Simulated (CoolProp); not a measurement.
A closed Brayton cycle with carbon dioxide: compressor inlet 307.15 K and 8.8 MPa, high pressure 19.1 MPa, turbine inlet 645 K, compressor efficiency 0.89, turbine efficiency 0.85, recuperator effectiveness 0.95 (on enthalpy, no pinch check). Each further row changes one setting.

Values from CoolProp's reference Helmholtz-energy equation of state, Span 1996.

| case | thermal efficiency (%) | net work (kJ/kg) | compressor to turbine work | compressor exit (K) | turbine exit (K) |
|---|---|---|---|---|---|
| as stated | 27.3 | 56.9 | 0.22 | 327.4 | 567.3 |
| turbine inlet 595 K | ___ | 49.6 | 0.25 | 327.4 | ___ |
| compressor inlet 317.15 K | ___ | 44.9 | ___ | 368.7 | 567.3 |
| high pressure 16.2 MPa | 25.3 | 46.9 | 0.20 | 322.6 | 583.6 |
| recuperator effectiveness 0.5 | 16.3 | 56.9 | 0.22 | 327.4 | 567.3 |

Q: Some entries are withheld; supply them.

A: 
- turbine inlet 595 K, thermal efficiency (%): 25.0
- turbine inlet 595 K, turbine exit (K): 520.0
- compressor inlet 317.15 K, thermal efficiency (%): 26.2
- compressor inlet 317.15 K, compressor to turbine work: 0.39
